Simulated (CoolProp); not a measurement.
o-xylene at 298.15 K and 9.5 MPa flows at 0.099 m/s in a round tube of 100 mm bore and 15 µm roughness, fully developed (64/Re and Nu = 3.66 if laminar; Colebrook and Gnielinski if turbulent). Each further row changes one setting.

Computed with CoolProp (reference Helmholtz-energy equation of state, Zhou 2012).

```csv
case,Reynolds number,Darcy friction factor,pressure drop (Pa/m),heat-transfer coefficient (W/(m² K)),mass flow (kg/h)
as stated,10600,0.0306,1.32,132,2470
velocity 0.198 m/s,21300,0.0258,4.47,249,4940
diameter 200 mm,21300,0.0257,0.555,124,9880
```

Viscosity comes from a separate model (Cao 2016). Thermal conductivity comes from a separate model (Mylona 2014).
